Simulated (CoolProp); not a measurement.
Vapour-liquid equilibrium of carbon dioxide (1) + hydrogen sulfide (2) at 229 K; x and y are mole fractions of (1).

Computed with CoolProp (multi-fluid Helmholtz-energy mixture model, Span 1996 and Lemmon 2006; pair parameters Kunz 2012).

| x | bubble pressure, mixture model (bar) | bubble pressure, Raoult's law (bar) | y, mixture model | y, Raoult's law |
|---|---|---|---|---|
| 0.05 | 3.049 | 2.476 | 0.317 | 0.174 |
| 0.125 | 4.178 | 2.959 | 0.527 | 0.363 |
| 0.2 | 5.069 | 3.442 | 0.631 | 0.499 |
| 0.275 | 5.759 | 3.925 | 0.692 | 0.602 |
| 0.35 | 6.294 | 4.408 | 0.733 | 0.682 |
| 0.425 | 6.713 | 4.892 | 0.763 | 0.747 |
| 0.5 | 7.053 | 5.375 | 0.787 | 0.800 |
| 0.575 | 7.343 | 5.858 | 0.809 | 0.844 |
| 0.65 | 7.604 | 6.341 | 0.831 | 0.881 |
| 0.725 | 7.850 | 6.824 | 0.855 | 0.913 |
| 0.8 | 8.085 | 7.307 | 0.883 | 0.941 |
| 0.875 | 8.305 | 7.790 | 0.917 | 0.965 |
| 0.95 | 8.496 | 8.273 | 0.962 | 0.987 |

The largest gap from Raoult's law is +47.3 % in bubble pressure, at x = 0.2. No azeotrope shows between x = 0.05 and 0.95.

Pair parameters are fitted to limited data, so mixtures are less certain than the pure fluids.
